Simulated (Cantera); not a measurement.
An isothermal, constant-pressure homogeneous reactor starts with CO : O₂ : H₂O : N₂ = 0.0057 : 0.0023 : 0.021 : 1 (molar parts), at 1200 K and 9.87 atm.

Model: GRI-Mech 3.0 (53 species, 325 reactions), integrated in Cantera.

Problem. Predict: x(CO) at 2.00 s; x(O₂) at 2.00 s; x(H₂O) at 2.00 s; x(H₂) at 2.00 s.

Solution. 
- x(CO) at 2.00 s = 0.000376 (gas-phase equilibrium 0.000288)
- x(O₂) at 2.00 s = 2.32e-8 (gas-phase equilibrium <1e-12)
- x(H₂O) at 2.00 s = 0.0198 (gas-phase equilibrium 0.0197)
- x(H₂) at 2.00 s = 0.000695 (gas-phase equilibrium 0.000783)
